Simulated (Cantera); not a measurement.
An isothermal, constant-pressure homogeneous reactor starts with H2 : O2 : N2 = 1.8 : 1 : 18 (molar parts), equivalence ratio 0.90, at 1350 K and 750 Torr.

Computed with Cantera and the H2/O2 subset of GRI-Mech 3.0, which has no nitrogen chemistry. The temperature is held fixed by assumption; the heat of reaction is taken as removed at once.

x: mole fraction; the columns are a selection and need not sum to one.

| t (s) | x H2 | x O2 | x H | x H2O2 | x HO2 | x O |
|---|---|---|---|---|---|---|
| 5.00e-6 | 0.0865 | 0.0481 | 2.48e-8 | 7.31e-11 | 1.84e-8 | 3.30e-9 |
| 1.35e-5 | 0.0865 | 0.0481 | 2.14e-7 | 5.27e-10 | 5.86e-8 | 3.21e-8 |
| 3.64e-5 | 0.0865 | 0.0481 | 3.01e-5 | 1.53e-8 | 1.89e-6 | 4.58e-6 |
| 9.81e-5 | 0.0133 | 0.0150 | 0.0273 | 1.25e-6 | 7.81e-6 | 0.00542 |
| 0.000265 | 0.00650 | 0.00877 | 0.00626 | 1.16e-6 | 5.05e-6 | 0.00135 |
| 0.000714 | … | … | … | … | … | … |
| 0.00193 | 0.000590 | 0.00524 | 0.000110 | 3.32e-7 | 2.06e-6 | 6.09e-5 |
| 0.00519 | 0.000111 | 0.00504 | 8.64e-6 | 9.96e-8 | 7.40e-7 | 1.06e-5 |
| 0.0140 | 1.92e-5 | 0.00502 | 6.61e-7 | 2.49e-8 | 1.60e-7 | 1.93e-6 |
| 0.0378 | 4.01e-6 | 0.00502 | 6.82e-8 | 6.61e-9 | 3.44e-8 | 4.41e-7 |
| 0.102 | 1.11e-6 | 0.00502 | 1.06e-8 | 2.08e-9 | 9.73e-9 | 1.30e-7 |
| 0.275 | 4.30e-7 | 0.00502 | 2.59e-9 | 8.42e-10 | 4.47e-9 | 5.08e-8 |
| 0.741 | 2.75e-7 | 0.00502 | 1.32e-9 | 5.35e-10 | 3.49e-9 | 3.18e-8 |
| 2.00 | 2.62e-7 | 0.00502 | 1.23e-9 | 5.09e-10 | 3.42e-9 | 3.01e-8 |

### Question
Complete the blanks.

### Answer

- 0.000714, x H2: 0.00234
- 0.000714, x O2: 0.00611
- 0.000714, x H: 0.00101
- 0.000714, x H2O2: 7.59e-7
- 0.000714, x HO2: 3.36e-6
- 0.000714, x O: 0.000303
